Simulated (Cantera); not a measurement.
**Hydrocarbon pyrolysis for carbon deposition**

An isothermal, constant-pressure homogeneous reactor starts with C₂H₆ : N₂ = 1 : 8 (molar parts), at 1398 K and 1.01 bar.

Detailed kinetics in Cantera: GRI-Mech 3.0 (53 species, 325 reactions). GRI-Mech 3.0 stops at C3 and has no aromatics, soot or wall deposition, so with more carbon than oxygen in the feed, carbon stays in small species such as C2H2 where larger ones or solid carbon would form.

```tsv
t (s)	x C₂H₆	x H₂	x CH₄	x CH₂	x CH₃	x C₂H
2.00e-5	0.110	0.000361	0.000150	3.44e-8	0.000306	<1e-12
8.43e-5	0.102	0.00597	0.00137	1.10e-7	0.000498	1.07e-10
0.000356	0.0704	0.0301	0.00713	9.38e-8	0.000424	7.53e-10
0.00150	0.0125	0.0804	0.0210	3.07e-8	0.000174	3.44e-9
0.00632	0.000395	0.108	0.0244	1.20e-9	2.86e-5	1.98e-9
0.0267	6.58e-5	0.124	0.0245	2.13e-10	1.19e-5	1.23e-9
0.112	2.87e-5	0.139	0.0245	1.12e-10	8.72e-6	1.18e-9
0.474	2.04e-5	0.141	0.0252	8.84e-11	7.86e-6	1.08e-9
2.00	2.02e-5	0.139	0.0273	8.75e-11	8.15e-6	1.02e-9
```
x: mole fraction; the columns are a selection and need not sum to one.

Equilibrium at this temperature and pressure: C₂H₆ 1.29e-5, H₂ 0.140, CH₄ 0.0286, CH₂ 6.58e-11, CH₃ 7.24e-6, C₂H 4.59e-10 (gas phase only).
